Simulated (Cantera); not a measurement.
Charge: 1 mol C2H4, 0.041 mol CO2, 11 mol H2, 0.036 mol O2, held at 2450 K and 5.50 bar.

Method: chemical equilibrium by Gibbs-energy minimisation in Cantera with the NASA 1993 tables (ideal gas, pure condensed phases). Candidate condensed phases: C, C6H6, C7H8, C8H18, H2O; 110 gas species. Equilibrium is a limit: real reactors are often held back by kinetics, nucleation or transport.

Base state: H2 0.970, CO 0.0117, C2H2 (acetylene) 0.00847, H 0.00844, CH4 0.000844, CH3 0.000134, C2H4 3.93e-5, C4H2 3.04e-5 (mole fractions); condensed: C(graphite).

**Question.** What changes in the equilibrium state with this change: temperature from 2450 K to 1023.15 K?

**Answer.** 
```
species             before    after
----------------  --------  -------
H2                   0.970    0.807
CH4               0.000844    0.179
H2O                1.72e-6  0.00887
CO                  0.0117  0.00490
C2H2 (acetylene)   0.00847    <1e-9
H                  0.00844  1.59e-9
C4H2               3.04e-5    <1e-9
CH3               0.000134  6.20e-9
C(graphite), mol      1.65        0
```
